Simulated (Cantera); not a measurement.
Cantera run:

```python
import numpy as np
import cantera as ct

gas_names = """
    CL CLO CL2 H HCL HOCL HO2 H2 H2O H2O2 O OH O2 O3 Ti TiCL TiCL2 TiCL3 TiCL4 TiO TiOCL TiOCL2 TiO2
""".split()
cond_names = """
    H2O(s) H2O(L) Ti(a) Ti(b) Ti(L) TiCL2(s) TiCL3(s) TiCL4(L) TiO(a) TiO(b) TiO(L) TiO2(ru) TiO2(L)
    Ti2O3(a) Ti2O3(b) Ti2O3(L) Ti3O5(a) Ti3O5(b) Ti3O5(L) Ti4O7(s) Ti4O7(L)
""".split()


# ... load() reads the species with a 1 bar reference pressure and builds the phases ...
atoms = {
    'TiO2': {'Ti': 1, 'O': 2},
    'HCl': {'H': 1, 'CL': 1},
}
top_T = {'TiCL2(s)': 1300, 'TiCL3(s)': 1000}  # K; cautious upper limits of use, not melting points


# ... equilibrate(T, P, feed) seeds the gas with the atoms and calls Mixture.equilibrate('TP', solver="vcs", rtol=1e-11, max_steps=5000) ...
results = []
feed = {'TiO2': 1, 'HCl': 52}  # mol
P = 13332.2  # Pa
for T in [1173, 1223, 1273, 1323, 1373, 1423, 1473, 1523, 1573, 1623, 1673, 1723, 1773]:
    mix = equilibrate(T, P, feed)
    results.append((T, P, feed, dict(zip(mix.species_names, mix.species_moles))))

top = {s: max(r[3][s] / sum(r[3][g] for g in gas_names) for r in results) for s in gas_names}
cols = sorted((s for s in top if top[s] > 0.001), key=lambda s: -top[s])[:9]
seen = [c for c in cond_names if any(r[3].get(c, 0) > 1e-12 for r in results)]
print("log10 of partial pressures in bar; condensed amounts in mol")
print(f"{'T/K':>10s}" + "".join(f"{s[:9]:>10s}" for s in cols + seen))
for T, P, feed, n in results:
    ng = sum(n[g] for g in gas_names)
    print(f"{T:10.4g}" + "".join(f"{np.log10(max(n[s] / ng * P / 1e5, 1e-99)):10.3f}" for s in cols)
          + "".join(f"{n.get(c, 0):10.4g}" for c in seen))
```

Output:

```
log10 of partial pressures in bar; condensed amounts in mol
       T/K       HCL        CL       H2O        H2     TiCL4  TiO2(ru)
      1173    -0.877    -5.236    -3.321    -5.256    -3.622     0.907
      1223    -0.878    -4.945    -3.287    -5.038    -3.588    0.8994
      1273    -0.878    -4.681    -3.255    -4.829    -3.557    0.8919
      1323    -0.878    -4.440    -3.227    -4.630    -3.529    0.8845
      1373    -0.879    -4.218    -3.200    -4.440    -3.504    0.8773
      1423    -0.879    -4.013    -3.176    -4.260    -3.481    0.8701
      1473    -0.879    -3.824    -3.153    -4.089    -3.462     0.863
      1523    -0.880    -3.647    -3.131    -3.928    -3.445    0.8559
      1573    -0.881    -3.483    -3.110    -3.776    -3.432    0.8486
      1623    -0.881    -3.329    -3.089    -3.633    -3.424    0.8409
      1673    -0.883    -3.185    -3.068    -3.498    -3.421    0.8326
      1723    -0.884    -3.049    -3.046    -3.370    -3.424    0.8233
      1773    -0.886    -2.922    -3.023    -3.249    -3.433    0.8126
```

Cantera equilibrium calculation (NASA polynomials, part measured and part estimated; ideal gas, pure solids and liquids). Condensed phases not in the tables: TiOCl.
